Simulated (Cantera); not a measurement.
Standard-state values (1 bar) from the NASA 1993 polynomials, evaluated with Cantera. Values are per mole of reaction as written; species without (g) are pure solids or liquids, kept so even where they would boil at 1 bar.

### Question
Between 1348 and 1798 K, where is each reaction favourable under standard conditions?
- Sr(OH)2 = H2O(g) + Sr + O(g)

### Answer
- Sr(OH)2 = H2O(g) + Sr + O(g): ΔG° is 596 kJ at 1348 K and 491 kJ at 1798 K; it stays positive (K < 1). ΔH° is 896 kJ and ΔS° 225 J/K at 1798 K.
